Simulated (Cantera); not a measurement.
A perfectly stirred reactor is fed with 3.70 % C3H8, 12.3 % O2, 84.0 % N2, at 101000 Pa; it is adiabatic with a 375 K inlet, and is followed from long to short residence time, starting on the burning branch (τ in s: 0.15, 0.074, 0.038, 0.02, 0.01, 0.0051, 0.0026, 0.0013, 0.00069, 0.00035, 0.00018, 9.2e-05).

Cantera simulation using GRI-Mech 3.0 (53 species, 325 reactions); the numbers are that mechanism's predictions, not measurements. GRI-Mech 3.0 was tuned for natural gas; its chemistry of propane as a main component is partial and can be far from experiment.

Problem. Predict: blow-out, bracketed by the residence times tried; x(C3H8) at τ = 0.150 s; x(O2) at τ = 0.150 s; x(C2H) at τ = 0.150 s; x(CO2) at τ = 0.150 s; x(CH2CO) at τ = 0.150 s; x(C3H8) at τ = 2.60 ms; x(O2) at τ = 2.60 ms.

Solution. 
| Property | Result |
|---|---|
| blow-out, bracketed by the residence times tried | burning at 10.0 ms, out at 5.10 ms |
| x(C3H8) at τ = 0.150 s | 1.50e-5 |
| x(O2) at τ = 0.150 s | 0.00151 |
| x(C2H) at τ = 0.150 s | 2.11e-8 |
| x(CO2) at τ = 0.150 s | 0.0406 |
| x(CH2CO) at τ = 0.150 s | 6.33e-5 |
| x(C3H8) at τ = 2.60 ms | 0.0370 |
| x(O2) at τ = 2.60 ms | 0.123 |
